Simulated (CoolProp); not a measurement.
Model: reference Helmholtz-energy equation of state, Thol 2012, in CoolProp.

### Question
For benzene, give the phase and the density (kg/m³), cv (kJ/(kg K)), Joule-Thomson coefficient (K/MPa), isothermal compressibility (1/MPa) at 346.85 °C and 1.84 MPa; 346.85 °C and 3.68 MPa.

### Answer
- 346.85 °C and 1.84 MPa: gas; density 30.9, cv 2.01, Joule-Thomson coefficient 6.07, isothermal compressibility 0.605
- 346.85 °C and 3.68 MPa: gas; density 70.3, cv 2.05, Joule-Thomson coefficient 7.08, isothermal compressibility 0.354
